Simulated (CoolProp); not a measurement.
Values from CoolProp's reference Helmholtz-energy equation of state, Thol 2012.

Question: For benzene, give the phase and the density (kg/m³), cv (kJ/(kg K)), expansivity (1/kK), viscosity (µPa s) at 395.9 K and 7320 kPa; 402.2 K and 7320 kPa; 427.6 K and 7320 kPa.

Answer: 
- 395.9 K and 7320 kPa: liquid; density 775, cv 1.50, expansivity 1.45, viscosity 235
- 402.2 K and 7320 kPa: liquid; density 768, cv 1.52, expansivity 1.48, viscosity 223
- 427.6 K and 7320 kPa: liquid; density 739, cv 1.59, expansivity 1.63, viscosity 183

Viscosity comes from a separate model (Avgeri 2014).
